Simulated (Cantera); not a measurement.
A freely propagating, adiabatic, planar premixed flame of C3H8 : O2 : N2 : CO2 = 1 : 3.85 : 14.5 : 0.93 (molar parts), unburnt at 498 K and 140000 Pa; mixture-averaged transport, grid criteria slope 0.08 and curve 0.16, no radiation.

Model: GRI-Mech 3.0 (53 species, 325 reactions), integrated in Cantera. GRI-Mech 3.0 was tuned for natural gas; its chemistry of propane as a main component is partial and can be far from experiment. Burning velocities carry a grid error of a few per cent, more on coarse grids.

How do the results move with these cheaper or finer settings: unity-Lewis-number transport; multicomponent transport; multicomponent+Soret transport; grid criteria slope 0.5, curve 1; grid criteria slope 0.25, curve 0.5; grid criteria slope 0.03, curve 0.06?


```
setting                               laminar burning velocity  thermal thickness  peak x(HCN)  grid points  grid points
------------------------------------  ------------------------  -----------------  -----------  -----------  -----------
as above                                             71.6 cm/s           0.256 mm      1.46e-5          146          146
unity-Lewis-number transport                         45.3 cm/s           0.343 mm      1.69e-5          138          138
multicomponent transport                             71.4 cm/s           0.259 mm      1.46e-5          146          146
multicomponent+Soret transport                       70.5 cm/s           0.259 mm      1.45e-5          147          147
grid criteria slope 0.5, curve 1                     77.2 cm/s           0.284 mm      1.44e-5           40           40
grid criteria slope 0.25, curve 0.5                  74.1 cm/s           0.265 mm      1.45e-5           58           58
grid criteria slope 0.03, curve 0.06                 70.7 cm/s           0.254 mm      1.45e-5          353          353
```
The base run took very roughly 7 core-seconds.
Unity Lewis numbers drop preferential diffusion, which matters most where H2 and H carry the flame; Soret adds thermal diffusion.
